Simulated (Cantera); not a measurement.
Feed: 1 mol Si2Cl6, 72 mol H2, at 7800 Pa.

Cantera equilibrium calculation (NASA polynomials, part measured and part estimated; ideal gas, pure solids and liquids). Candidate condensed phases: Si; 19 gas species. The feed counts by its element totals alone. Gases not in the tables: Si2H6 and higher silanes. Rates play no part.

**Question.** Which condensed phases are stable at each of these points (T (K)): 1100, 1150, 1200, 1250, 1300, 1350, 1400, 1450, 1500, 1550, 1600, 1650, 1700, 1750?

**Answer.** 
| T (K) | condensed phases | Si condensed (%) |
|---|---|---|
| 1100 | Si(s) | 40.8 |
| 1150 | Si(s) | 46.4 |
| 1200 | Si(s) | 51.3 |
| 1250 | Si(s) | 54.9 |
| 1300 | Si(s) | 56.9 |
| 1350 | Si(s) | 57.6 |
| 1400 | Si(s) | 57.7 |
| 1450 | Si(s) | 57.3 |
| 1500 | Si(s) | 56.7 |
| 1550 | Si(s) | 56.1 |
| 1600 | Si(s) | 55.4 |
| 1650 | Si(s) | 54.7 |
| 1700 | Si(l) | 54.5 |
| 1750 | Si(l) | 56.3 |

From 1100 K to 1650 K the condensed part is Si(s). From 1700 K to 1750 K the condensed part is Si(l).
